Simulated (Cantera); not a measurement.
Cantera run:

```python
import numpy as np
import cantera as ct

gas_names = [...]  # 151 gases of nasa_gas.yaml made of C, H, N, O, Si
cond_names = """
    C(gr) C6H6(L) C7H8(L) C8H18(L),n-octa H2O(s) H2O(L) Si(cr) Si(L) SiC(b) SiO2(Lqz) SiO2(hqz) SiO2(L)
    Si2N2O(s) Si3N4(a)
""".split()


# ... load() reads the species with a 1 bar reference pressure and builds the phases ...
atoms = {
    'SiC': {'Si': 1, 'C': 1},
    'H2O': {'H': 2, 'O': 1},
    'N2': {'N': 2},
}
top_T = {'C(gr)': 4500, 'SiC(b)': 3050, 'Si2N2O(s)': 2100, 'Si3N4(a)': 2400}  # K; cautious upper limits of use, not melting points


# ... equilibrate(T, P, feed) seeds the gas with the atoms and calls Mixture.equilibrate('TP', solver="vcs", rtol=1e-11, max_steps=5000) ...
results = []
feed = {'SiC': 1, 'H2O': 0.0017, 'N2': 4.9}  # mol
T = 950  # K
P = 220000  # Pa
mix = equilibrate(T, P, feed)
results.append((T, P, feed, dict(zip(mix.species_names, mix.species_moles))))
print(gas.report(threshold=0.0001))
for i in range(1, mix.n_phases):
    print(f"{mix.phase(i).name:16s} {mix.phase_moles(i):12.5e} mol")
```

Output:

```
       temperature   950 K
          pressure   2.2e+05 Pa
           density   0.77997 kg/m^3
  mean mol. weight   28.004 kg/kmol
   phase of matter   gas

                          1 kg             1 kmol
                     ---------------   ---------------
          enthalpy        7.0835e+05        1.9836e+07  J
   internal energy        4.2629e+05        1.1938e+07  J
           entropy            7854.5        2.1995e+05  J/K
    Gibbs function       -6.7534e+06       -1.8912e+08  J
 heat capacity c_p            1157.9             32426  J/K
 heat capacity c_v            861.01             24111  J/K

                      mass frac. Y      mole frac. X     chem. pot. / RT
                     ---------------   ---------------   ---------------
                H2        2.8883e-05         0.0004012           -24.412
                N2           0.99997            0.9996           -23.943
     [ +149 minor]         8.607e-08         1.187e-07

C(gr)             1.00000e+00 mol
Si(cr)            0.00000e+00 mol
SiC(b)            0.00000e+00 mol
SiO2(hqz)         0.00000e+00 mol
Si2N2O(s)         1.70000e-03 mol
Si3N4(a)          3.32200e-01 mol
```

These are equilibrium values from Cantera (NASA tables, ideal gas, pure condensed phases), not measurements of a reactor. N2 is the only nitrogen source here; it is nearly inert below about 1500 K, so the nitride shown seldom forms there in practice.
